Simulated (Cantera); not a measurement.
**Moist CO burnout**

A perfectly stirred reactor is fed with 0.276 % CO, 0.808 % O₂, 3.80 % H₂O, 95.1 % N₂, equivalence ratio 0.17, at 5.00 bar; it is held at 925 K, and followed from long to short residence time.

Cantera simulation using GRI-Mech 3.0 (53 species, 325 reactions); the numbers are that mechanism's predictions, not measurements.

```json
[
 {"τ (s)": "2.8", "x CO": "0.00234", "x O₂": "0.00788", "x H₂O": "0.0380", "x CO₂": "0.000416", "x HO₂": "6.68e-7", "x NO₂": "<1e-12", "x OH": "3.51e-9"},
 {"τ (s)": "1.2", "x CO": "0.00257", "x O₂": "0.00799", "x H₂O": "0.0380", "x CO₂": "0.000184", "x HO₂": "6.57e-7", "x NO₂": "<1e-12", "x OH": "3.24e-9"},
 {"τ (s)": "0.49", "x CO": "0.00270", "x O₂": "0.00805", "x H₂O": "0.0380", "x CO₂": "6.08e-5", "x HO₂": "5.49e-7", "x NO₂": "<1e-12", "x OH": "2.41e-9"},
 {"τ (s)": "0.21", "x CO": "0.00275", "x O₂": "0.00808", "x H₂O": "0.0380", "x CO₂": "1.11e-5", "x HO₂": "2.77e-7", "x NO₂": "<1e-12", "x OH": "9.21e-10"},
 {"τ (s)": "0.087", "x CO": "0.00276", "x O₂": "0.00808", "x H₂O": "0.0380", "x CO₂": "1.14e-7", "x HO₂": "8.01e-9", "x NO₂": "<1e-12", "x OH": "1.99e-11"},
 {"τ (s)": "0.036", "x CO": "0.00276", "x O₂": "0.00808", "x H₂O": "0.0380", "x CO₂": "1.14e-8", "x HO₂": "1.66e-9", "x NO₂": "<1e-12", "x OH": "4.88e-12"},
 {"τ (s)": "0.015", "x CO": "0.00276", "x O₂": "0.00808", "x H₂O": "0.0380", "x CO₂": "2.18e-9", "x HO₂": "5.67e-10", "x NO₂": "<1e-12", "x OH": "2.31e-12"},
 {"τ (s)": "0.0064", "x CO": "0.00276", "x O₂": "0.00808", "x H₂O": "0.0380", "x CO₂": "5.78e-10", "x HO₂": "2.20e-10", "x NO₂": "<1e-12", "x OH": "1.48e-12"},
 {"τ (s)": "0.0027", "x CO": "0.00276", "x O₂": "0.00808", "x H₂O": "0.0380", "x CO₂": "1.81e-10", "x HO₂": "8.48e-11", "x NO₂": "<1e-12", "x OH": "1.10e-12"},
 {"τ (s)": "0.0011", "x CO": "0.00276", "x O₂": "0.00808", "x H₂O": "0.0380", "x CO₂": "5.91e-11", "x HO₂": "2.95e-11", "x NO₂": "<1e-12", "x OH": "<1e-12"},
 {"τ (s)": "0.00047", "x CO": "0.00276", "x O₂": "0.00808", "x H₂O": "0.0380", "x CO₂": "2.03e-11", "x HO₂": "9.50e-12", "x NO₂": "<1e-12", "x OH": "<1e-12"}
]
```
x: mole fraction; the columns are a selection and need not sum to one.
